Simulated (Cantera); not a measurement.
An isothermal, constant-pressure homogeneous reactor starts with C2H6 : N2 = 1 : 2.2 (molar parts), at 1400 K and 0.210 bar. Integrator tolerance rtol = 1e-08.

Computed with Cantera and GRI-Mech 3.0 (53 species, 325 reactions). GRI-Mech 3.0 stops at C3 and has no aromatics, soot or wall deposition, so with more carbon than oxygen in the feed, carbon stays in small species such as C2H2 where larger ones or solid carbon would form.

| quantity | before | after |
|---|---|---|
| x(C2H6) at 70.0 s | 1.33e-5 (gas-phase equilibrium 1.00e-5) | 3.94e-5 (gas-phase equilibrium 3.48e-5) |
| x(C2H4) at 70.0 s | 0.00969 (gas-phase equilibrium 0.00726) | 0.0203 (gas-phase equilibrium 0.0177) |
| x(HCN) at 70.0 s | 6.06e-9 (gas-phase equilibrium 0.0996) | 1.75e-9 (gas-phase equilibrium 0.0747) |
| x(CH4) at 70.0 s | 0.0451 (gas-phase equilibrium 0.0390) | 0.0916 (gas-phase equilibrium 0.0865) |
| x(C2H2) at 70.0 s | 0.171 (gas-phase equilibrium 0.125) | 0.249 (gas-phase equilibrium 0.214) |

Question: What was changed between the two runs?
A) N2 2.2 to 0.53 parts
B) C2H6 1 to 0.24 parts
C) temperature 1400 to 1650 K
D) pressure from 0.210 bar to 0.00290 bar

Answer: A, N2 2.2 to 0.53 parts
